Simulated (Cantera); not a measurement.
Charge: 1 mol SiHCl3, a varied amount of HCl, 3.5 mol H2, at 0.750 Torr.

Equilibrium computed with Cantera from the NASA thermochemical tables; the gas is ideal and each condensed phase is pure. Candidate condensed phases: Si; 19 gas species. The tables' values for SiCl3 are old estimates. The numbers say what is thermodynamically allowed, not how fast it happens.

Task: What condenses at these points (T in °C, n(HCl) in mol): (1225, 0.03); (1300, 0.62); (1750, 0.03); (1150, 0.29); (1150, 0.29)?

Result: 
```tsv
T (°C)	n(HCl) in mol	condensed phases	Si condensed (%)
1225	0.03	Si	1.0
1300	0.62	gas only	0.0
1750	0.03	gas only	0.0
1150	0.29	gas only	0.0
1150	0.29	gas only	0.0
```
